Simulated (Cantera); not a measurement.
Feed: 1 mol PbO, 2.8 mol C, 0.017 mol CO, equilibrated at 1600 °C and 13.0 Pa.

Equilibrium computed with Cantera from the NASA thermochemical tables; the gas is ideal and each condensed phase is pure. Candidate condensed phases: C, Pb, PbO, PbO₂, Pb₃O₄; 15 gas species. Kinetics and transport are ignored.

Base state: CO 0.504, Pb 0.496 (mole fractions); condensed: C(graphite).

Question: What changes in the equilibrium state with this change: PbO replaced by Ta₂O₅?

Answer: 
```json
[
 {"species": "CO", "before": "0.504", "after": "0.999"},
 {"species": "TaO₂", "before": "0", "after": "0.000759"},
 {"species": "CO₂", "before": "1.62e-9", "after": "0.000246"},
 {"species": "Pb", "before": "0.496", "after": "0"},
 {"species": "TaO", "before": "0", "after": "0.000147"},
 {"species": "C(graphite), mol", "before": "1.80", "after": "0"},
 {"species": "Ta(s), mol", "before": "0", "after": "1.12"},
 {"species": "Ta₂O₅(s), mol", "before": "0", "after": "0.439"}
]
```
Mutual solubility and eutectic melting of coexisting phases are not modelled. Condensed phases not in the tables: Ta₂C, N, O or C dissolved in the metal. Further candidate phases: Ta, TaC, Ta₂O₅.
